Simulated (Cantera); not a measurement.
A freely propagating, adiabatic, planar premixed flame of CH4 : C2H6 : C3H8 : O2 : N2 = 1.3 : 0.041 : 0.039 : 1.8 : 8.63 (molar parts), equivalence ratio 1.6, unburnt at 550 K and 10.0 bar; mixture-averaged transport, grid criteria slope 0.08 and curve 0.16, no radiation.

Cantera simulation using GRI-Mech 3.0 (53 species, 325 reactions); the numbers are that mechanism's predictions, not measurements. Burning velocities carry a grid error of a few per cent, more on coarse grids.

Predict: laminar burning velocity; thermal thickness; peak x(H2); peak x(CH2); peak x(O).


```
Property                      Value
------------------------  ---------
laminar burning velocity  10.2 cm/s
thermal thickness          0.257 mm
peak x(H2)                   0.0808
peak x(CH2)                 1.60e-6
peak x(O)                   4.38e-6
```
